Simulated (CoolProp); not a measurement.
Vapour-liquid equilibrium of cyclohexane (1) + dimethyl carbonate (2) at 192.25 °C; x and y are mole fractions of (1).

Computed with CoolProp (multi-fluid Helmholtz-energy mixture model, Zhou 2014 and Zhou 2011; pair parameters Bell 2016).

Problem. Give the bubble pressure and the first vapour's composition at x = 0.05, 0.5, 0.8. Is there an azeotrope?

Solution. x = 0.05: 12.48 bar, y = 0.095; x = 0.5: 15.13 bar, y = 0.507; x = 0.8: 14.26 bar, y = 0.722. y crosses x between x = 0.5 and 0.65: the model has an azeotrope there.

Pair parameters are fitted to limited data, so mixtures are less certain than the pure fluids.
